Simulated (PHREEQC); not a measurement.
PHREEQC input (Pitzer model, pitzer.dat):

```
SOLUTION 1
  temp 25
  units mol/kgw
  pH 7 charge
  C(4) 1.511
  Na 3.011
SOLUTION 2
  temp 25
  units mol/kgw
  pH 7 charge
  S(6) 0.72
  Mg 0.72
END
SELECTED_OUTPUT 1
  -reset false
  -pH true
  -pe true
  -ionic_strength true
  -water true
  -totals C Mg Na S
  -molalities H+ Na+ Mg+2 CO3-2 SO4-2 OH- HCO3- CO2 HSO4- MgOH+
    MgCO3
  -equilibrium_phases Bloedite Brucite Burkeite Epsomite Hexahydrite Kieserite Magnesite Mirabilite Nahcolite Natron
    Thenardite Trona
PRINT
  -reset false
MIX 1
  1 1
  2 0
EQUILIBRIUM_PHASES 1
  Bloedite 0 0
  Brucite 0 0
  Burkeite 0 0
  Epsomite 0 0
  Hexahydrite 0 0
  Kieserite 0 0
  Magnesite 0 0
  Mirabilite 0 0
  Nahcolite 0 0
  Natron 0 0
  Thenardite 0 0
  Trona 0 0
END
# ... the last block is repeated for the other 20 points of share of solution B
```

Selected output (columns that matter, 15 of 21 rows; share of solution B added in front):

```
share of solution B	pH	mu	C	Mg	Na	S	m_H+	m_Na+	m_Mg+2	m_CO3-2	m_SO4-2	m_OH-	Magnesite
0	11.51	4.5072	1.511	0	3.011	0	1.0133e-11	3.011	0	1.4962	0	0.0038458	0
0.05	11.496	4.2818	1.3995	4.919e-05	2.8605	0.036	1.0312e-11	2.8605	3.6338e-05	1.3852	0.036	0.0038423	0.035951
0.15	11.465	3.8307	1.1764	4.3684e-05	2.5594	0.108	1.0733e-11	2.5594	3.084e-05	1.1632	0.108	0.0038003	0.10796
0.2	11.446	3.6052	1.0649	4.1124e-05	2.4088	0.144	1.0991e-11	2.4088	2.8284e-05	1.0523	0.144	0.003756	0.14396
0.3	11.401	3.1543	0.84175	3.6508e-05	2.1077	0.216	1.1668e-11	2.1077	2.3674e-05	0.83044	0.216	0.0036013	0.21596
0.35	11.373	2.9288	0.7302	3.4517e-05	1.9572	0.252	1.214e-11	1.9572	2.1685e-05	0.71956	0.252	0.0034788	0.25197
0.45	11.297	2.4781	0.50709	3.1471e-05	1.6561	0.32401	1.3655e-11	1.6561	1.8636e-05	0.49793	0.32401	0.0030949	0.32397
0.5	11.241	2.2528	0.39554	3.0707e-05	1.5055	0.36001	1.5014e-11	1.5055	1.7865e-05	0.38722	0.36001	0.0027991	0.35997
0.55	11.161	2.0277	0.28398	3.1007e-05	1.355	0.396	1.7387e-11	1.355	1.8148e-05	0.27663	0.396	0.0023921	0.39597
0.65	10.693	1.5781	0.060905	5.5708e-05	1.0538	0.468	4.6654e-11	1.0538	4.2724e-05	0.056185	0.468	0.00085699	0.46794
0.7	7.6614	1.5693	0.003298	0.053997	0.90328	0.50399	4.7635e-08	0.90328	0.053984	4.1869e-05	0.50399	8.7693e-07	0.45
0.8	7.1156	2.0059	0.0021184	0.27591	0.60219	0.57599	1.5402e-07	0.60219	0.2759	1.5219e-05	0.57599	3.4142e-07	0.30008
0.85	7.0807	2.2244	0.0015937	0.38694	0.45164	0.61199	1.6129e-07	0.45164	0.38692	1.4519e-05	0.61199	3.626e-07	0.22506
0.95	7.3133	2.6616	0.00056788	0.60902	0.15055	0.684	8.8652e-08	0.15055	0.609	1.5769e-05	0.684	8.0207e-07	0.074982
1	6.587	2.88	0	0.72	0	0.72	4.5772e-07	0	0.72	0	0.72	1.6995e-07	0
```

Species that the database lacks are ignored. In brines, pH and single-ion activities rest on the MacInnes convention.
